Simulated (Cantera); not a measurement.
An isothermal, constant-pressure homogeneous reactor starts with C₂H₄ : H₂ : N₂ = 1 : 33 : 0.61 (molar parts), at 1725 K and 100.0 Torr.

Computed with Cantera and GRI-Mech 3.0 (53 species, 325 reactions). GRI-Mech 3.0 was tuned for natural gas; its chemistry of ethylene as a main component is partial and can be far from experiment. GRI-Mech 3.0 stops at C3 and has no aromatics, soot or wall deposition, so with more carbon than oxygen in the feed, carbon stays in small species such as C2H2 where larger ones or solid carbon would form.

x: mole fraction; the columns are a selection and need not sum to one.

```tsv
t (s)	x C₂H₄	x H₂	x CH₃	x CH₂	x C₂H
3.00e-6	0.0289	0.953	2.31e-12	<1e-12	<1e-12
8.05e-6	0.0289	0.953	2.22e-11	2.27e-12	<1e-12
2.16e-5	0.0288	0.953	1.26e-10	1.03e-11	<1e-12
5.79e-5	0.0287	0.953	4.89e-10	3.44e-11	1.56e-12
0.000155	0.0283	0.954	1.75e-9	9.85e-11	1.14e-11
0.000417	0.0273	0.954	___	2.64e-10	8.42e-11
0.00112	0.0245	0.954	1.80e-8	6.44e-10	6.32e-10
0.00300	0.0169	0.954	4.40e-8	1.05e-9	4.07e-9
0.00805	0.00456	0.954	9.25e-8	5.22e-10	1.50e-8
0.0216	0.000164	0.955	2.52e-7	1.09e-10	4.23e-8
0.0579	0.000142	0.954	6.53e-7	4.04e-10	8.33e-8
0.155	0.000141	0.954	1.41e-6	8.69e-10	9.24e-8
0.417	0.000141	0.954	___	___	9.21e-8
1.12	0.000140	0.954	7.94e-6	4.49e-9	9.13e-8
3.00	0.000138	0.953	1.67e-5	9.30e-9	8.97e-8
```

Q: Complete the blanks.

A: 
- 0.000417, x CH₃: 6.02e-9
- 0.417, x CH₃: 3.27e-6
- 0.417, x CH₂: 1.90e-9
